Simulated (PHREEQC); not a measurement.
Make-up at 20 °C: 0.1 mol/kgw Cu(BF4)2, 0.3 mol/kgw H2SO4 and 0.0042 mol/kgw Na2SO4. Closed to the air; pH follows from the charge balance.

Equilibrium calculation in PHREEQC: ion-association model, wateq4f.dat.

Precipitation was switched off in this run.

**Question.** Estimate the pH, ionic strength, activity of water.

**Answer.** pH 0.57; ionic strength 0.630 mol/kgw; activity of water 0.984.

**Question.** In which forms is S present?

**Answer.** HSO4- 81 %, SO4-2 12 %, CuSO4 7.1 % of the S.

Species that the database lacks are ignored. Real BF4- forms and hydrolyses slowly; the run takes it at equilibrium.
